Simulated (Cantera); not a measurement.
What does this Cantera script print?

```python
import numpy as np
import cantera as ct

gas = ct.Solution("gri30.yaml")
gas.TPX = 1500, 52000, {'CO': 0.025, 'O2': 0.024, 'H2O': 0.00062, 'N2': 1}
inlet = ct.Reservoir(gas, clone=True)

reactor = ct.IdealGasConstPressureReactor(gas, energy="off", clone=False)
exhaust = ct.Reservoir(gas, clone=True)
tau = [5.7, 2, 0.73, 0.26, 0.093, 0.033, 0.012, 0.0042, 0.0015][0]
for a, b in ((inlet, reactor), (reactor, exhaust)):
    ct.MassFlowController(a, b, mdot=lambda t: reactor.mass / tau)
net = ct.ReactorNet([reactor])
show = ['CO', 'O2', 'H2O', 'CO2', 'O', 'N2O']

rows = []
print(f"{'tau/s':>10s}{'T/K':>9s}" + "".join(f"{s:>11s}" for s in show))
for tau in [5.7, 2, 0.73, 0.26, 0.093, 0.033, 0.012, 0.0042, 0.0015]:
    net.initial_time = 0.0
    net.advance(30 * tau)
    before = gas.X
    net.advance(40 * tau)
    drift = np.max(np.abs(gas.X - before) / (gas.X + 1e-9))
    rows.append([gas.T, *gas[show].X, drift])
    print(f"{tau:10.3e}{gas.T:9.1f}" + "".join(f"{x:11.3e}" for x in gas[show].X))
```

Result:

```
     tau/s      T/K         CO         O2        H2O        CO2          O        N2O
 5.700e+00   1500.0  2.498e-04  1.116e-02  5.771e-04  2.385e-02  6.537e-05  6.395e-07
 2.000e+00   1500.0  4.902e-04  1.124e-02  5.660e-04  2.361e-02  1.287e-04  7.016e-07
 7.300e-01   1500.0  9.258e-04  1.140e-02  5.477e-04  2.316e-02  2.462e-04  6.780e-07
 2.600e-01   1500.0  1.736e-03  1.170e-02  5.145e-04  2.234e-02  4.740e-04  6.106e-07
 9.300e-02   1500.0  3.143e-03  1.220e-02  4.566e-04  2.091e-02  8.953e-04  5.421e-07
 3.300e-02   1500.0  5.478e-03  1.300e-02  3.663e-04  1.853e-02  1.644e-03  4.994e-07
 1.200e-02   1500.0  8.927e-03  1.421e-02  2.700e-04  1.503e-02  2.724e-03  4.963e-07
 4.200e-03   1500.0  1.358e-02  1.610e-02  2.347e-04  1.030e-02  3.563e-03  5.083e-07
 1.500e-03   1500.0  1.843e-02  1.879e-02  3.215e-04  5.409e-03  2.920e-03  4.468e-07
```

Model: GRI-Mech 3.0 (53 species, 325 reactions), integrated in Cantera.
